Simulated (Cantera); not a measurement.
A closed system holds: 1 mol SiH4, 0.72 mol C2H2, 4.4 mol H2, equilibrated at 2.40 mbar.

Method: chemical equilibrium by Gibbs-energy minimisation in Cantera with the NASA 1993 tables (ideal gas, pure condensed phases). Candidate condensed phases: C, C6H6, C7H8, C8H18, Si, SiC; 87 gas species. Gases not in the tables: Si2H6 and higher silanes. The numbers say what is thermodynamically allowed, not how fast it happens.

log p: log10 of the partial pressure in bar; n: condensed amount in mol.

```json
[
 {"T (K)": "1750", "log p H2": "-2.62", "log p H": "-4.94", "log p Si": "-7.54", "log p SiC2": "-9.51", "n C(graphite)": "0.438", "n SiC(s)": "1.000"},
 {"T (K)": "1800", "log p H2": "-2.62", "log p H": "-4.76", "log p Si": "-7.12", "log p SiC2": "-8.95", "n C(graphite)": "0.438", "n SiC(s)": "1.000"},
 {"T (K)": "1850", "log p H2": "-2.62", "log p H": "-4.58", "log p Si": "-6.71", "log p SiC2": "-8.43", "n C(graphite)": "0.437", "n SiC(s)": "0.999"},
 {"T (K)": "1900", "log p H2": "-2.63", "log p H": "-4.41", "log p Si": "-6.33", "log p SiC2": "-7.93", "n C(graphite)": "0.436", "n SiC(s)": "0.998"},
 {"T (K)": "1950", "log p H2": "-2.63", "log p H": "-4.26", "log p Si": "-5.97", "log p SiC2": "-7.45", "n C(graphite)": "0.436", "n SiC(s)": "0.996"},
 {"T (K)": "2000", "log p H2": "-2.64", "log p H": "-4.11", "log p Si": "-5.62", "log p SiC2": "-7.01", "n C(graphite)": "0.437", "n SiC(s)": "0.992"},
 {"T (K)": "2050", "log p H2": "-2.64", "log p H": "-3.96", "log p Si": "-5.29", "log p SiC2": "-6.58", "n C(graphite)": "0.441", "n SiC(s)": "0.982"},
 {"T (K)": "2100", "log p H2": "-2.65", "log p H": "-3.83", "log p Si": "-4.98", "log p SiC2": "-6.17", "n C(graphite)": "0.452", "n SiC(s)": "0.962"},
 {"T (K)": "2150", "log p H2": "-2.66", "log p H": "-3.71", "log p Si": "-4.69", "log p SiC2": "-5.79", "n C(graphite)": "0.478", "n SiC(s)": "0.922"},
 {"T (K)": "2200", "log p H2": "-2.68", "log p H": "-3.59", "log p Si": "-4.40", "log p SiC2": "-5.42", "n C(graphite)": "0.531", "n SiC(s)": "___"},
 {"T (K)": "2250", "log p H2": "-2.70", "log p H": "-3.48", "log p Si": "-4.13", "log p SiC2": "-5.07", "n C(graphite)": "0.635", "n SiC(s)": "___"},
 {"T (K)": "2300", "log p H2": "-2.74", "log p H": "-3.38", "log p Si": "-3.87", "log p SiC2": "-4.73", "n C(graphite)": "0.837", "n SiC(s)": "___"},
 {"T (K)": "2350", "log p H2": "-2.79", "log p H": "-3.30", "log p Si": "-3.70", "log p SiC2": "-4.49", "n C(graphite)": "1.07", "n SiC(s)": "0"},
 {"T (K)": "2400", "log p H2": "-2.82", "log p H": "-3.21", "log p Si": "-3.71", "log p SiC2": "-4.42", "n C(graphite)": "1.02", "n SiC(s)": "0"}
]
```

### Question
Some entries are withheld; supply them.

### Answer

- 2200, n SiC(s): 0.843
- 2250, n SiC(s): 0.687
- 2300, n SiC(s): 0.379
